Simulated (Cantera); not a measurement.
## Si + O2 + H2 (thermal oxidation and active oxidation of silicon)

Input: 1 mol Si, 0.0012 mol O2, 2.2 mol H2, held at 1127 °C and 3.20e-6 bar.

Equilibrium computed with Cantera from the NASA thermochemical tables; the gas is ideal and each condensed phase is pure. Candidate condensed phases: H2O, Si, SiO2; 18 gas species. Rates play no part.

The x(H2) comes out as 0.996, the x(H) is 0.00271 and the x(SiO) is 0.00109. The x(Si) is 0.000257, the x(SiH) is 2.29e-6 and the n(Si(s)) comes out as 0.997 mol. The gas amount comes out as 2.206 mol.
